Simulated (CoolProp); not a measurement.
Values from CoolProp's reference Helmholtz-energy equation of state, Aleksandrov 2011. It is a short technical equation, of lower accuracy than the large ones.

Problem. For n-undecane, give the phase and the cp (kJ/(kg K)), speed of sound (m/s), Joule-Thomson coefficient (K/MPa), isothermal compressibility (1/MPa) at 268.35 °C and 27.4 bar.

Solution. 
- 268.35 °C and 27.4 bar: liquid; cp 3.17, speed of sound 492, Joule-Thomson coefficient 0.0489, isothermal compressibility 0.00896
